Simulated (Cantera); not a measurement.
Feed: 1 mol CH2F2, 2.4 mol HCl, equilibrated at 2025 K and 46.0 Pa.

Equilibrium computed with Cantera from the NASA thermochemical tables; the gas is ideal and each condensed phase is pure. Candidate condensed phases: C, C6H6, C7H8, C8H18; 118 gas species. The numbers say what is thermodynamically allowed, not how fast it happens.

Base state: HF 0.423, HCl 0.390, Cl 0.118, H2 0.0489, H 0.0198, F 7.81e-5, C2H2 (acetylene) 4.42e-5 (mole fractions); condensed: C(graphite).

**Question.** What changes in the equilibrium state with this change: temperature from 2025 K to 2700 K?

**Answer.** 
```json
[
 {"species": "Cl", "before": "0.118", "after": "0.328"},
 {"species": "H", "before": "0.0198", "after": "0.319"},
 {"species": "HF", "before": "0.423", "after": "0.270"},
 {"species": "HCl", "before": "0.390", "after": "0.0214"},
 {"species": "C3", "before": "1.11e-7", "after": "0.0191"},
 {"species": "F", "before": "7.81e-5", "after": "0.0201"},
 {"species": "H2", "before": "0.0489", "after": "0.0145"},
 {"species": "C2", "before": "9.40e-9", "after": "0.00183"},
 {"species": "C5", "before": "<1e-9", "after": "0.000128"},
 {"species": "C(graphite), mol", "before": "1.000", "after": "0.520"}
]
```

**Question.** What changes in the equilibrium state with this change: pressure from 46.0 Pa to 1.00 bar?

**Answer.** 
| species | before | after |
|---|---|---|
| HCl | 0.390 | 0.532 |
| HF | 0.423 | 0.452 |
| Cl | 0.118 | 0.0104 |
| H2 | 0.0489 | 0.00531 |
| H | 0.0198 | 0.000140 |
| Cl2 | 9.68e-6 | 0.000165 |
| F | 7.81e-5 | 5.43e-6 |
| C(graphite), mol | 1.000 | 1.000 |
